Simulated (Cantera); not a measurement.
A closed system holds: 1 mol SiH2Cl2, 4 mol NH3, 25 mol N2, at 1.33 mbar.

These are equilibrium values from Cantera (NASA tables, ideal gas, pure condensed phases), not measurements of a reactor. Candidate condensed phases: NH4Cl, Si, Si3N4; 28 gas species. Mutual solubility and eutectic melting of coexisting phases are not modelled. Kinetics and transport are ignored.

Task: Which condensed phases are stable at each of these points (T (K)): 1375, 1425, 1475, 1525, 1575, 1625, 1675, 1725, 1775?

Result: 
| T (K) | condensed phases | Si condensed (%) |
|---|---|---|
| 1375 | Si3N4(s) | 96.1 |
| 1425 | Si3N4(s) | 92.1 |
| 1475 | Si3N4(s) | 85.9 |
| 1525 | Si3N4(s) | 77.4 |
| 1575 | Si3N4(s) | 67.6 |
| 1625 | Si3N4(s) | 57.3 |
| 1675 | Si(s) + Si3N4(s) | 46.8 |
| 1725 | Si(l) | 45.7 |
| 1775 | Si(l) | 43.2 |

From 1375 K to 1625 K the condensed part is Si3N4(s). At 1675 K the condensed part is Si(s) + Si3N4(s). From 1725 K to 1775 K the condensed part is Si(l).
